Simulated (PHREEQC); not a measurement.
Synthetic water in mmol/kgw, 20 °C, pH 7.38, pe 11.7:

| constituent | mmol/kgw |
|---|---|
| Na | 46.8 |
| K | 5.3 |
| Ca | 2.22 |
| Mg | 27.7 |
| Cl | 97.9 |
| S(6) | 6.46 |
| Alkalinity (meq/kgw) | 1.35 |
| Ni | 0.0427 |
| Si | 0.472 |

Cl is adjusted to close the charge balance.
Valence states are taken as typed.

Equilibrium calculation in PHREEQC: ion-association model, wateq4f.dat.

The ionic strength comes out as 0.137 mol/kgw.

| species | molality | activity | log γ |
|---|---|---|---|
| Cl- | 0.0978 | 0.0726 | -0.129 |
| Na+ | 0.0465 | 0.0356 | -0.116 |
| Mg+2 | 0.0252 | 0.00955 | -0.422 |
| K+ | 0.00526 | 0.00390 | -0.129 |
| SO4-2 | 0.00364 | 0.00123 | -0.472 |
| MgSO4 | 0.00234 | 0.00241 | 0.014 |
| Ca+2 | 0.00204 | 0.000735 | -0.444 |

This is a speciation only: nothing precipitates in the calculation. Saturation is exceeded, for instance for Quartz (slow to form), Chalcedony (slow to form); the values hold only as long as no solid forms. Complexes and solids missing from the database can't appear. The database's nickel carbonate constants are estimates that later reviews lower a good deal.
